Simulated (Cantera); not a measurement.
Input: 1 mol MgO, 7 mol C, 0.89 mol CO, equilibrated at 0.00133 bar.

Cantera equilibrium calculation (NASA polynomials, part measured and part estimated; ideal gas, pure solids and liquids). Candidate condensed phases: C, Mg, MgCO3, MgO; 15 gas species. Rates play no part.

Over these rows the condensed part is C(graphite) + MgO(s). Partial pressures as log10 of bar:

```
T (K)  1000/T (1/K)  log p CO2  log p CO
-----  ------------  ---------  --------
925          1.0811      -5.28     -2.88
1000         1.0000          ?     -2.88
1075         0.9302      -6.62     -2.88
1150         0.8696      -7.15     -2.88
1225         0.8163      -7.62     -2.88
1300         0.7692      -8.04     -2.88
```

**Question.** Fit log p(CO2) = a + b·(1000/T) to the five rows, give the apparent enthalpy, and predict the row at 1000 K.

**Answer.** Means: 1000/T = 0.8933, log p = -6.942. Sxy = 0.517403, Sxx = 0.0585219, so b = 8.84 and a = -6.942 − (8.84)×0.8933 = -14.84.
Apparent enthalpy: −19.145 × (8.84) = -169 kJ/mol. With the condensed phases at unit activity, 2 CO(g) = CO2(g) + C(graphite) links this pressure to the main gases: over the six rows their terms move log p by +0.00 in all, so the slope is close to that reaction's ΔH°. The five rows lie within 0.01 of the line.
Prediction at 1000 K: -14.84 + (8.84)×1.0000 = -6.00. The computed value is -6.00, 0.00 from the line.
